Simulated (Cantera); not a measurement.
## Equilibrium for tantalum, niobium, vanadium and zirconium in process gases: Ta(OEt)5 + O2 + H2

Feed: 1 mol Ta(OEt)5, 0.22 mol O2, 12 mol H2, at 8.25 Torr.

Equilibrium computed with Cantera from the NASA thermochemical tables; the gas is ideal and each condensed phase is pure. Candidate condensed phases: C, C6H6, C7H8, C8H18, H2O, Ta, TaC, Ta2O5; 113 gas species. The feed counts by its element totals alone. TaC: taken at fixed stoichiometry. Condensed phases not in the tables: Ta2C. The numbers say what is thermodynamically allowed, not how fast it happens.

```csv
T (K),log p H2,log p CO,log p H,log p CH4,log p H2O,n C(graphite),n Ta2O5(s),n TaC(s)
948,-2.01,-2.93,-10.28,-4.78,-4.96,7.05,0.500,0
1023,-2.01,-2.93,-9.39,-5.14,-5.50,7.05,0.500,0
1098,-2.05,-2.70,-8.63,-5.53,-5.78,3.56,0,1.00
1173,-2.05,-2.70,-7.95,-5.80,-6.19,3.56,0,1.00
1248,-2.05,-2.70,-7.35,-6.04,-6.56,3.56,0,1.00
1323,-2.05,-2.70,-6.82,-6.26,-6.88,3.56,0,1.00
1398,-2.05,-2.70,-6.35,-6.45,-7.17,3.56,0,1.00
1473,-2.05,-2.70,-5.92,-6.62,-7.42,3.56,0,1.00
1548,-2.05,-2.70,-5.53,-6.78,-7.66,3.56,0,1.00
1623,-2.05,-2.70,-5.18,-6.92,-7.87,3.56,0,1.00
1698,-2.05,-2.70,-4.86,-7.05,-8.06,3.56,0,1.00
1773,-2.05,-2.70,-4.57,-7.17,-8.23,3.55,0,1.00
1848,-2.05,-2.70,-4.30,-7.28,-8.39,3.55,0,1.00
```
log p: log10 of the partial pressure in bar; n: condensed amount in mol.

From 948 K to 1023 K the condensed part is C(graphite) + Ta2O5(s). From 1098 K to 1848 K the condensed part is C(graphite) + TaC(s).
